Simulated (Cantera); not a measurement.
Cantera run, input and output.

```python
import numpy as np
import cantera as ct

gas = ct.Solution("gri30.yaml")
gas.TPX = 2150, 500000, {'CH4': 1, 'H2O': 0.55, 'H2': 1.9}
inlet = ct.Reservoir(gas, clone=True)

reactor = ct.IdealGasConstPressureReactor(gas, energy="off", clone=False)
exhaust = ct.Reservoir(gas, clone=True)
tau = [3.4, 1.4, 0.58, 0.24, 0.097, 0.04, 0.016, 0.0067, 0.0028, 0.0011, 0.00046][0]
for a, b in ((inlet, reactor), (reactor, exhaust)):
    ct.MassFlowController(a, b, mdot=lambda t: reactor.mass / tau)
net = ct.ReactorNet([reactor])
show = ['CH4', 'H2O', 'H2', 'O', 'OH', 'CH2', 'CO2']

rows = []
print(f"{'tau/s':>10s}{'T/K':>9s}" + "".join(f"{s:>11s}" for s in show))
for tau in [3.4, 1.4, 0.58, 0.24, 0.097, 0.04, 0.016, 0.0067, 0.0028, 0.0011, 0.00046]:
    net.initial_time = 0.0
    net.advance(30 * tau)
    before = gas.X
    net.advance(40 * tau)
    drift = np.max(np.abs(gas.X - before) / (gas.X + 1e-9))
    rows.append([gas.T, *gas[show].X, drift])
    print(f"{tau:10.3e}{gas.T:9.1f}" + "".join(f"{x:11.3e}" for x in gas[show].X))
```

Output:

```
     tau/s      T/K        CH4        H2O         H2          O         OH        CH2        CO2
 3.400e+00   2150.0  5.317e-03  2.236e-04  8.396e-01  6.567e-11  5.966e-08  6.189e-07  5.738e-06
 1.400e+00   2150.0  5.429e-03  5.310e-04  8.393e-01  1.550e-10  1.417e-07  6.334e-07  1.359e-05
 5.800e-01   2150.0  5.688e-03  1.254e-03  8.386e-01  3.648e-10  3.347e-07  6.668e-07  3.193e-05
 2.400e-01   2150.0  6.262e-03  2.918e-03  8.372e-01  8.458e-10  7.793e-07  7.412e-07  7.341e-05
 9.700e-02   2150.0  7.471e-03  6.671e-03  8.339e-01  1.920e-09  1.784e-06  8.999e-07  1.631e-04
 4.000e-02   2150.0  9.642e-03  1.395e-02  8.277e-01  3.962e-09  3.741e-06  1.190e-06  3.218e-04
 1.600e-02   2150.0  1.337e-02  2.695e-02  8.168e-01  7.471e-09  7.258e-06  1.696e-06  5.537e-04
 6.700e-03   2150.0  1.882e-02  4.493e-02  8.014e-01  1.207e-08  1.217e-05  2.435e-06  7.644e-04
 2.800e-03   2150.0  2.691e-02  6.693e-02  7.815e-01  1.738e-08  1.824e-05  3.481e-06  8.449e-04
 1.100e-03   2150.0  3.987e-02  9.086e-02  7.570e-01  2.291e-08  2.487e-05  4.969e-06  7.118e-04
 4.600e-04   2150.0  5.786e-02  1.095e-01  7.325e-01  2.741e-08  2.999e-05  6.710e-06  4.632e-04
```

Cantera simulation using GRI-Mech 3.0 (53 species, 325 reactions); the numbers are that mechanism's predictions, not measurements. GRI-Mech 3.0 stops at C3 and has no aromatics, soot or wall deposition, so with more carbon than oxygen in the feed, carbon stays in small species such as C2H2 where larger ones or solid carbon would form.
